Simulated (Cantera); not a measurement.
An adiabatic, constant-pressure homogeneous reactor starts with 24.4 % CH3OH, 15.9 % O2, 59.7 % N2, equivalence ratio 2.3, at 1400 K and 120000 Pa.

Detailed kinetics in Cantera: GRI-Mech 3.0 (53 species, 325 reactions). GRI-Mech 3.0 was tuned for natural gas; its chemistry of methanol as a main component is partial and can be far from experiment.

**Question.** Predict: time of steepest temperature rise; temperature at 3.00 s; equilibrium temperature; x(O2) at 3.00 s; x(O) at 3.00 s; x(HCN) at 3.00 s.

**Answer.** 
- time of steepest temperature rise = 0.419 ms
- temperature at 3.00 s = 2409 K
- equilibrium temperature = 2409 K
- x(O2) at 3.00 s = 1.99e-5 (gas-phase equilibrium 1.99e-5)
- x(O) at 3.00 s = 3.72e-5 (gas-phase equilibrium 3.72e-5)
- x(HCN) at 3.00 s = 7.78e-8 (gas-phase equilibrium 7.78e-8)
